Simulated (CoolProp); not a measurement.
Vapour-liquid equilibrium of n-hexane (1) + dimethyl carbonate (2) at 350.4 K; x and y are mole fractions of (1).

Model: multi-fluid Helmholtz-energy mixture model, Thol 2019 and Zhou 2011; pair parameters Bell 2016, in CoolProp.

```json
[
 {"x": "0.05", "bubble pressure, mixture model (kPa)": "88.43", "bubble pressure, Raoult's law (kPa)": "69.34", "y, mixture model": "0.282", "y, Raoult's law": "0.095"},
 {"x": "0.2", "bubble pressure, mixture model (kPa)": "122.7", "bubble pressure, Raoult's law (kPa)": "79.15", "y, mixture model": "0.531", "y, Raoult's law": "0.332"},
 {"x": "0.35", "bubble pressure, mixture model (kPa)": "135.1", "bubble pressure, Raoult's law (kPa)": "88.96", "y, mixture model": "0.606", "y, Raoult's law": "0.517"},
 {"x": "0.5", "bubble pressure, mixture model (kPa)": "140.7", "bubble pressure, Raoult's law (kPa)": "98.77", "y, mixture model": "0.650", "y, Raoult's law": "0.666"},
 {"x": "0.65", "bubble pressure, mixture model (kPa)": "143.7", "bubble pressure, Raoult's law (kPa)": "108.6", "y, mixture model": "0.697", "y, Raoult's law": "0.787"},
 {"x": "0.8", "bubble pressure, mixture model (kPa)": "143.8", "bubble pressure, Raoult's law (kPa)": "118.4", "y, mixture model": "0.772", "y, Raoult's law": "0.888"},
 {"x": "0.95", "bubble pressure, mixture model (kPa)": "136.8", "bubble pressure, Raoult's law (kPa)": "128.2", "y, mixture model": "0.918", "y, Raoult's law": "0.974"}
]
```

The largest gap from Raoult's law is +55.0 % in bubble pressure, at x = 0.2. y crosses x between x = 0.65 and 0.8: the model has an azeotrope there.

Pair parameters are fitted to limited data, so mixtures are less certain than the pure fluids. With so large a gap from Raoult's law the liquid may split in two, which this calculation doesn't test in full.
